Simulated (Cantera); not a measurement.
A perfectly stirred reactor is fed with H₂ : O₂ : N₂ = 1 : 0.417 : 1.13 (molar parts), equivalence ratio 1.2, at 10.0 bar; it is adiabatic with a 698 K inlet, and is followed from long to short residence time, starting on the burning branch (τ in s: 0.14, 0.038, 0.01, 0.0029, 0.0008, 0.00022, 6.2e-05, 1.7e-05, 4.7e-06).

Detailed kinetics in Cantera: the H2/O2 subset of GRI-Mech 3.0, which has no nitrogen chemistry. The hydrogen kinetics of GRI-Mech 3.0 are dated; newer H2 mechanisms differ, most at raised pressure.

Q: What does this change do: pressure from 10.0 bar to 15.0 bar?

A: 
| quantity | before | after |
|---|---|---|
| blow-out, bracketed by the residence times tried | burning at 4.70 µs, the shortest tried | burning at 4.70 µs, the shortest tried |
| x(H₂) at τ = 0.140 s | 0.0832 | 0.0824 |
| x(O₂) at τ = 0.140 s | 0.00182 | 0.00147 |
| x(HO₂) at τ = 0.140 s | 3.32e-6 | 3.28e-6 |
| x(H₂O) at τ = 0.140 s | 0.367 | 0.370 |
| x(O) at τ = 0.140 s | 0.00103 | 0.000821 |
| x(H₂) at τ = 0.800 ms | 0.0835 | 0.0826 |
| x(O₂) at τ = 0.800 ms | 0.00200 | 0.00159 |
| x(HO₂) at τ = 0.800 ms | 3.64e-6 | 3.51e-6 |
| x(H₂O) at τ = 0.800 ms | 0.366 | 0.370 |
| x(O) at τ = 0.800 ms | 0.00110 | 0.000854 |
The pressure lies above the range GRI-Mech 3.0 was tuned for (to about 10 atm).
